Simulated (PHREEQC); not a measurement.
Make-up at 55 °C: 1.2 mmol/kgw CdSO4 and 63 mmol/kgw FeSO4. Closed to the air; pH follows from the charge balance.

The numbers come from PHREEQC with the ion-association model, phreeqc.dat.

```json
{
 "pH": "5.54",
 "ionic_strength": "0.126 mol/kgw",
 "specific_conductance": "9800 µS/cm",
 "density": "0.996 g/cm³"
}
```

| species | molality | activity | log γ |
|---|---|---|---|
| FeSO4 | 0.0320 | 0.0330 | 0.013 |
| SO4-2 | 0.0313 | 0.0102 | -0.487 |
| Fe+2 | 0.0310 | 0.0110 | -0.448 |
| CdSO4 | 0.000545 | 0.000562 | 0.013 |
| Cd+2 | 0.000492 | 0.000161 | -0.484 |
| Cd(SO4)2-2 | 0.000162 | 5.32e-5 | -0.484 |
| FeOH+ | 1.23e-5 | 9.30e-6 | -0.120 |
| HSO4- | 7.77e-6 | 5.88e-6 | -0.121 |
| H+ | 3.55e-6 | 2.87e-6 | -0.093 |
| FeHSO4+ | 1.03e-6 | 7.80e-7 | -0.121 |
| CdOH+ | 4.66e-8 | 3.53e-8 | -0.121 |
| OH- | 3.48e-8 | 2.55e-8 | -0.135 |

Precipitation was switched off in this run. Complexes and solids missing from the database can't appear. At this temperature some constants are extrapolated from 25 °C, and those without enthalpy data are left unchanged.
